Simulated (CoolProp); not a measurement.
A simple Rankine cycle with chlorine: condensing at 291.15 K, boiler at 4.44 MPa, turbine inlet 383.3 K, turbine efficiency 0.9, pump efficiency 0.8, no recuperator. Each further row changes one setting.

Model: reference Helmholtz-energy equation of state, Thol 2021, in CoolProp.

```csv
case,thermal efficiency (%),net work (kJ/kg),heat in (kJ/kg),turbine exit temperature (K),volume ratio over the turbine
as stated,?,?,253,291.2,6.02
turbine inlet 403.3 K,18.0,49.3,?,291.2,5.46
condensing temperature 283.15 K,19.0,49.5,261,283.2,?
boiler pressure 3.11 MPa,?,?,276,291.2,3.89
turbine efficiency 0.8,15.4,39.1,253,291.2,6.17
```

### Question
Some entries are withheld; supply them.

### Answer

- as stated, thermal efficiency (%): 17.5
- as stated, net work (kJ/kg): 44.4
- turbine inlet 403.3 K, heat in (kJ/kg): 274
- condensing temperature 283.15 K, volume ratio over the turbine: 7.44
- boiler pressure 3.11 MPa, thermal efficiency (%): 15.3
- boiler pressure 3.11 MPa, net work (kJ/kg): 42.2

The expansion ends wet for: as stated; turbine inlet 403.3 K; condensing temperature 283.15 K; boiler pressure 3.11 MPa; turbine efficiency 0.8.
